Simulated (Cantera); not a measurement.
## Thermodynamics of hydrogen reduction and annealing atmospheres, feed Nb₂O₅ + H₂

Charge: 1 mol Nb₂O₅, a varied amount of H₂, equilibrated at 1573 K and 2.40 bar.

Equilibrium computed with Cantera from the NASA thermochemical tables; the gas is ideal and each condensed phase is pure. Candidate condensed phases: H₂O, Nb, NbO, NbO₂, Nb₂O₅; 12 gas species. Mutual solubility and eutectic melting of coexisting phases are not modelled. NbO: taken at fixed stoichiometry. Condensed phases not in the tables: the oxides between NbO₂ and Nb₂O₅. The numbers say what is thermodynamically allowed, not how fast it happens.

| n(H₂) (mol) | x H₂ | x H₂O | x H | x OH | n NbO₂(s) | n NbO(s) |
|---|---|---|---|---|---|---|
| 13 | 0.923 | 0.0769 | 2.52e-5 | 7.59e-8 | 2.00 | 0 |
| 20 | 0.950 | 0.0500 | 2.56e-5 | 4.86e-8 | 2.00 | 0 |
| 30 | 0.967 | 0.0333 | 2.58e-5 | 3.21e-8 | 2.00 | 0 |
| 46 | 0.978 | 0.0217 | 2.60e-5 | 2.08e-8 | 2.00 | 0 |
| 71 | 0.986 | 0.0141 | 2.61e-5 | 1.34e-8 | 2.00 | 0 |
| 110 | 0.991 | 0.00909 | 2.61e-5 | 8.65e-9 | 2.00 | 0 |
| 170 | 0.994 | 0.00588 | 2.62e-5 | 5.59e-9 | 2.00 | 0 |
| 250 | 0.996 | 0.00400 | 2.62e-5 | 3.80e-9 | 2.00 | 0 |
| 390 | 0.997 | 0.00256 | 2.62e-5 | 2.43e-9 | 2.00 | 0 |
| 590 | 0.998 | 0.00219 | 2.62e-5 | 2.08e-9 | 1.71 | 0.295 |
| 910 | 0.998 | 0.00219 | 2.62e-5 | 2.08e-9 | 1.00 | 0.997 |
| 1400 | 0.998 | 0.00214 | 2.62e-5 | 2.03e-9 | 0 | 2.00 |
| 2100 | 0.999 | 0.00143 | 2.62e-5 | 1.35e-9 | 0 | 2.00 |
x: gas mole fraction; n: condensed amount in mol.

From 13 mol H₂ to 390 mol H₂ the condensed part is NbO₂(s). From 590 mol H₂ to 910 mol H₂ the condensed part is NbO(s) + NbO₂(s). From 1400 mol H₂ to 2100 mol H₂ the condensed part is NbO(s).
